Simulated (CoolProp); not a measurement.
Vapour-liquid equilibrium of carbon dioxide (1) + C2F6 (R116) (2) at 236.8 K; x and y are mole fractions of (1).

Computed with CoolProp (multi-fluid Helmholtz-energy mixture model, Span 1996 and Lemmon 2006; pair parameters Bell 2016).

| x | bubble pressure, mixture model (MPa) | bubble pressure, Raoult's law (MPa) | y, mixture model | y, Raoult's law |
|---|---|---|---|---|
| 0.05 | 0.6969 | 0.6415 | 0.141 | 0.089 |
| 0.2 | 0.9345 | 0.7212 | 0.423 | 0.318 |
| 0.35 | [?] | 0.8010 | 0.572 | 0.501 |
| 0.5 | 1.222 | 0.8807 | [?] | 0.651 |
| 0.65 | 1.273 | 0.9604 | 0.719 | 0.776 |
| 0.8 | [?] | 1.040 | [?] | 0.882 |
| 0.95 | [?] | 1.120 | [?] | 0.973 |

Task: Some entries are withheld; supply them.

Result: 
- 0.35, bubble pressure, mixture model (MPa): 1.115
- 0.5, y, mixture model: 0.659
- 0.8, bubble pressure, mixture model (MPa): 1.284
- 0.8, y, mixture model: 0.781
- 0.95, bubble pressure, mixture model (MPa): 1.216
- 0.95, y, mixture model: 0.909

The largest gap from Raoult's law is +39.2 % in bubble pressure, at x = 0.35. y crosses x between x = 0.65 and 0.8: the model has an azeotrope there.

Pair parameters are fitted to limited data, so mixtures are less certain than the pure fluids.
